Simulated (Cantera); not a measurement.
What does this Cantera script print?

```python
import numpy as np
import cantera as ct

gas_names = """
    C CO CO2 C2 C2O C3 C3O2 C4 C5 Mg MgO Mg2 O O2 O3
""".split()
cond_names = """
    C(gr) Mg(cr) Mg(L) MgCO3(s) MgO(s) MgO(L)
""".split()


# ... load() reads the species with a 1 bar reference pressure and builds the phases ...
atoms = {
    'MgCO3': {'Mg': 1, 'C': 1, 'O': 3},
    'C': {'C': 1},
    'O2': {'O': 2},
}
top_T = {'C(gr)': 4500}  # K; cautious upper limits of use, not melting points


# ... equilibrate(T, P, feed) seeds the gas with the atoms and calls Mixture.equilibrate('TP', solver="vcs", rtol=1e-11, max_steps=5000) ...
results = []
feed = {'MgCO3': 1, 'C': 0.045, 'O2': 1.7}  # mol
T = 1950  # K
P = 133.322  # Pa
mix = equilibrate(T, P, feed)
results.append((T, P, feed, dict(zip(mix.species_names, mix.species_moles))))
print(gas.report(threshold=1e-05))
for i in range(1, mix.n_phases):
    print(f"{mix.phase(i).name:16s} {mix.phase_moles(i):12.5e} mol")
```

It prints:

```
       temperature   1950 K
          pressure   133.32 Pa
           density   0.0002982 kg/m^3
  mean mol. weight   36.263 kg/kmol
   phase of matter   gas

                          1 kg             1 kmol
                     ---------------   ---------------
          enthalpy       -2.1106e+06       -7.6538e+07  J
   internal energy       -2.5577e+06       -9.2751e+07  J
           entropy            9465.9        3.4327e+05  J/K
    Gibbs function       -2.0569e+07       -7.4591e+08  J
 heat capacity c_p            1266.8             45939  J/K
 heat capacity c_v            1037.5             37624  J/K

                      mass frac. Y      mole frac. X     chem. pot. / RT
                     ---------------   ---------------   ---------------
                CO          0.008691          0.011252           -45.541
               CO2           0.45111           0.37172           -63.438
                Mg        2.5256e-05        3.7683e-05            -28.19
                 O         0.0042506         0.0096344           -17.896
                O2           0.53591           0.60735           -35.793
     [  +10 minor]        6.2782e-06        5.6487e-06

C(gr)             0.00000e+00 mol
Mg(L)             0.00000e+00 mol
MgO(s)            9.99882e-01 mol
```

These are equilibrium values from Cantera (NASA tables, ideal gas, pure condensed phases), not measurements of a reactor.
